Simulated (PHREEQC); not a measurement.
A solution holds 0.0017 mol/kgw TMAH, 3.4e-05 mol/kgw NaAlO2 and 0.062 mol/kgw Na2CO3, at 20 °C. Closed to the air; pH follows from the charge balance.

Equilibrium calculation in PHREEQC: ion-association model, wateq4f.dat.

| Property | Result |
|---|---|
| pH | 11.52 |
| ionic strength | 0.145 mol/kgw |
| total alkalinity | 126 meq/kg |

```
species   molality  activity   log γ
--------  --------  --------  ------
Na+          0.103    0.0789  -0.118
CO3-2       0.0401    0.0139  -0.460
NaCO3-      0.0206    0.0158  -0.115
OH-        0.00304   0.00224  -0.134
(CH3)4N+   0.00170   0.00127  -0.129
HCO3-      0.00130  0.000998  -0.115
NaHCO3     4.28e-5   4.43e-5   0.015
Al(OH)4-   3.40e-5   2.56e-5  -0.123
CO2        7.06e-9   7.30e-9   0.015
```

Precipitation was switched off in this run. (CH3)4N+ isn't in the database: it is added as a free cation with an ion size of 4 Å.
